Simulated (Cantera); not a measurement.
A perfectly stirred reactor is fed with H2 : O2 = 0.042 : 1 (molar parts), equivalence ratio 0.021, at 2670 Pa; it is held at 1200 K, and followed from long to short residence time.

Model: GRI-Mech 3.0 (53 species, 325 reactions), integrated in Cantera. Radical loss at walls, strong at low pressure, is not modelled. The temperature is held fixed by assumption; the heat of reaction is taken as removed at once.

Question: Predict: x(H2) at τ = 3.70 s; x(O2) at τ = 3.70 s; x(O) at τ = 3.70 s; x(H) at τ = 3.70 s; x(HO2) at τ = 3.70 s; x(H2) at τ = 85.0 ms; x(O2) at τ = 85.0 ms; x(O) at τ = 85.0 ms; x(H) at τ = 85.0 ms; x(HO2) at τ = 85.0 ms.

Answer: 
```json
{
  "x(H2) at τ = 3.70 s": "4.49e-5",
  "x(O2) at τ = 3.70 s": "0.958",
  "x(O) at τ = 3.70 s": "0.000546",
  "x(H) at τ = 3.70 s": "1.52e-5",
  "x(HO2) at τ = 3.70 s": "9.55e-7",
  "x(H2) at τ = 85.0 ms": "0.000412",
  "x(O2) at τ = 85.0 ms": "0.952",
  "x(O) at τ = 85.0 ms": "0.00574",
  "x(H) at τ = 85.0 ms": "0.000557",
  "x(HO2) at τ = 85.0 ms": "3.65e-6"
}
```
